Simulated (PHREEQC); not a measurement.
NH3 is added in steps, without added water, to 1 kg of water holding 0.051 mol/kgw HF, 6.6e-05 mol/kgw KF and 0.00078 mol/kgw HCl, at 25 °C. Oxygen alone is held at its pressure in air (log pO2 = -0.68). The system is closed to CO2. Solids allowed: Sylvite. Others were left out.

Base run: PHREEQC, ion-association model, phreeqc.dat. Each further column changes one thing. The table gives pH.

```json
[
 {"NH3 added (mol)": "0", "base": "2.20", "diluted 100-fold with water": "3.47", "HF from 0.051 to 0.102 mol/kgw": "2.03", "KF from 6.6e-05 to 7.26e-05 mol/kgw": "2.20", "no solid may form": "2.20"},
 {"NH3 added (mol)": "0.0195", "base": "2.91", "diluted 100-fold with water": "10.57", "HF from 0.051 to 0.102 mol/kgw": "2.48", "KF from 6.6e-05 to 7.26e-05 mol/kgw": "2.91", "no solid may form": "2.91"},
 {"NH3 added (mol)": "0.0455", "base": "4.01", "diluted 100-fold with water": "10.82", "HF from 0.051 to 0.102 mol/kgw": "2.98", "KF from 6.6e-05 to 7.26e-05 mol/kgw": "4.01", "no solid may form": "4.01"},
 {"NH3 added (mol)": "0.065", "base": "8.75", "diluted 100-fold with water": "10.92", "HF from 0.051 to 0.102 mol/kgw": "3.35", "KF from 6.6e-05 to 7.26e-05 mol/kgw": "8.75", "no solid may form": "8.75"},
 {"NH3 added (mol)": "0.0845", "base": "9.15", "diluted 100-fold with water": "10.99", "HF from 0.051 to 0.102 mol/kgw": "3.82", "KF from 6.6e-05 to 7.26e-05 mol/kgw": "9.15", "no solid may form": "9.15"},
 {"NH3 added (mol)": "0.1105", "base": "9.40", "diluted 100-fold with water": "11.06", "HF from 0.051 to 0.102 mol/kgw": "8.26", "KF from 6.6e-05 to 7.26e-05 mol/kgw": "9.40", "no solid may form": "9.40"},
 {"NH3 added (mol)": "0.13", "base": "9.53", "diluted 100-fold with water": "11.10", "HF from 0.051 to 0.102 mol/kgw": "8.81", "KF from 6.6e-05 to 7.26e-05 mol/kgw": "9.53", "no solid may form": "9.53"}
]
```
